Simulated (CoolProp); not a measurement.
Vapour-liquid equilibrium of n-perfluorobutane (1) + R365MFC (2) at 0.0839 MPa; x and y are mole fractions of (1).

Values from CoolProp's multi-fluid Helmholtz-energy mixture model, Gao 2022 and Lemmon 2016; pair parameters Bell 2016.

Give the bubble temperature and the first vapour's composition at x = 0.05, 0.425, 0.875. Is there an azeotrope?

x = 0.05: 291.3 K, y = 0.505; x = 0.425: 270.5 K, y = 0.840; x = 0.875: 267.3 K, y = 0.925. No azeotrope shows between x = 0.05 and 0.95.

Pair parameters are fitted to limited data, so mixtures are less certain than the pure fluids. With so large a gap from Raoult's law the liquid may split in two, which this calculation doesn't test in full.
